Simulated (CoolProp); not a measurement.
Carbon monoxide along the isotherm -123.45 °C: density (kg/m³) from the reference equation and from simpler models built on Tc = -140.3 °C, pc = 34.98 bar, ω = 0.050; each cubic takes its own stable root.

The numbers come from the reference Helmholtz-energy equation of state, Lemmon 2006 in CoolProp. It is a short technical equation, of lower accuracy than the large ones.

```
p (bar)          phase  reference
-------  -------------  ---------
7.95               gas      18.93
15.9               gas      40.34
23.9               gas      65.27
31.8               gas      94.62
39.8     supercritical      131.5
47.7     supercritical      178.7
55.7     supercritical      241.6
63.6     supercritical      310.1
71.6     supercritical      365.1
79.5     supercritical      402.8
87.5     supercritical      430.5
```

### Question
How far does each simpler model (ideal gas, van der Waals, Redlich-Kwong, Soave-Redlich-Kwong, Peng-Robinson) lie from the reference over these 11 states: mean and median of the absolute difference, and the worst?

### Answer
- ideal gas: mean 36.2 %, median 40.0 %, worst -55.9 % at -123.45 °C and 71.6 bar
- van der Waals: mean 4.8 %, median 2.2 %, worst -13.8 % at -123.45 °C and 87.5 bar
- Redlich-Kwong: mean 2.3 %, median 0.8 %, worst -6.1 % at -123.45 °C and 79.5 bar
- Soave-Redlich-Kwong: mean 3.2 %, median 1.1 %, worst -7.9 % at -123.45 °C and 71.6 bar
- Peng-Robinson: mean 2.0 %, median 1.8 %, worst +4.5 % at -123.45 °C and 47.7 bar
